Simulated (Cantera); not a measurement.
A perfectly stirred reactor is fed with CH4 : H2O = 1 : 0.35 (molar parts), at 0.148 atm; it is held at 2223 K, and followed from long to short residence time.

Detailed kinetics in Cantera: GRI-Mech 3.0 (53 species, 325 reactions). GRI-Mech 3.0 stops at C3 and has no aromatics, soot or wall deposition, so with more carbon than oxygen in the feed, carbon stays in small species such as C2H2 where larger ones or solid carbon would form.

Task: Predict: x(CH4) at τ = 4.70 s; x(H2O) at τ = 4.70 s; x(C2H6) at τ = 4.70 s; x(C2H4) at τ = 4.70 s; x(O) at τ = 4.70 s; x(CH4) at τ = 0.100 s; x(H2O) at τ = 0.100 s; x(C2H6) at τ = 0.100 s; x(C2H4) at τ = 0.100 s; x(O) at τ = 0.100 s.

Result: 
```
Quantity                   Value
----------------------  --------
x(CH4) at τ = 4.70 s    0.000516
x(H2O) at τ = 4.70 s    0.000117
x(C2H6) at τ = 4.70 s    6.68e-9
x(C2H4) at τ = 4.70 s    2.94e-5
x(O) at τ = 4.70 s       2.11e-9
x(CH4) at τ = 0.100 s    0.00462
x(H2O) at τ = 0.100 s    0.00653
x(C2H6) at τ = 0.100 s   4.18e-7
x(C2H4) at τ = 0.100 s   5.24e-5
x(O) at τ = 0.100 s      7.53e-8
```
